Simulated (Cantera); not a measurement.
An isothermal plug-flow reactor at 825 K and 3.00 bar (inlet), inlet velocity 2.5 m/s, active area per volume 1800 1/m; feed 1.86 % CO, 6.28 % O2, 91.9 % N2, equivalence ratio 0.15.

Cantera simulation using Deutschmann's 1995 Pt surface mechanism with GRI-Mech 3.0 gas chemistry; the numbers are that mechanism's predictions, not measurements. Catalytic surfaces can have several steady states; this one follows from the mechanism file's or the stated starting coverage. Mass transfer to the wall is taken as infinitely fast.

x: gas mole fraction; θ: surface coverage.

| z (m) | x CO | x O2 | x H2O | x CO2 | θ free Pt | θ O* | θ CO* |
|---|---|---|---|---|---|---|---|
| 4.4e-05 | 0.0182 | 0.0626 | <1e-12 | 0.000420 | 0.110 | 0.0109 | 0.879 |
| 8.5e-05 | 0.0178 | 0.0624 | <1e-12 | ? | 0.111 | 0.0112 | 0.877 |
| 0.00016 | 0.0170 | 0.0621 | <1e-12 | 0.00158 | 0.114 | 0.0117 | 0.874 |
| 0.00032 | ? | 0.0612 | <1e-12 | ? | 0.121 | ? | 0.866 |
| 0.00061 | 0.0115 | 0.0594 | <1e-12 | 0.00714 | 0.143 | 0.0184 | 0.839 |
| 0.0012 | 0.00203 | 0.0550 | <1e-12 | 0.0167 | 0.0625 | 0.936 | 0.00196 |
| 0.0023 | 0.000989 | 0.0545 | <1e-12 | 0.0178 | 0.0478 | 0.952 | 0.000551 |
| 0.0044 | 0.000367 | 0.0542 | <1e-12 | 0.0184 | 0.0430 | 0.957 | 0.000165 |

Question: Some entries are withheld; supply them.

Answer: 
- 8.5e-05, x CO2: 0.000820
- 0.00032, x CO: 0.0153
- 0.00032, x CO2: 0.00331
- 0.00032, θ O*: 0.0132
